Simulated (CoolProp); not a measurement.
Properties of nitrous oxide along the isobar 84.9 kPa.

The numbers come from the reference Helmholtz-energy equation of state, Lemmon 2006 in CoolProp. It is a short technical equation, of lower accuracy than the large ones.

| T (K) | phase | speed of sound (m/s) | Joule-Thomson coefficient (K/MPa) | isothermal compressibility (1/MPa) | expansivity (1/kK) |
|---|---|---|---|---|---|
| 199.5 | gas | 221.7 | 31.38 | 11.98 | 5.297 |
| 232.9 | gas | … | 19.91 | 11.90 | 4.430 |
| 266.3 | gas | 253.7 | … | 11.86 | 3.832 |
| 299.7 | gas | … | 10.75 | 11.83 | 3.384 |
| 333.1 | gas | … | 8.451 | 11.82 | 3.034 |
| 366.5 | gas | 293.9 | … | 11.81 | 2.750 |
| 399.8 | gas | 306.0 | … | 11.80 | 2.517 |
| 433.2 | gas | 317.6 | … | 11.79 | 2.320 |
| 466.6 | gas | 328.8 | 3.983 | 11.79 | 2.152 |
| 500 | gas | 339.6 | 3.406 | 11.79 | 2.006 |

Fill in the missing entries.


- 232.9, speed of sound (m/s): 238.4
- 266.3, Joule-Thomson coefficient (K/MPa): 14.21
- 299.7, speed of sound (m/s): 267.9
- 333.1, speed of sound (m/s): 281.2
- 366.5, Joule-Thomson coefficient (K/MPa): 6.822
- 399.8, Joule-Thomson coefficient (K/MPa): 5.623
- 433.2, Joule-Thomson coefficient (K/MPa): 4.704
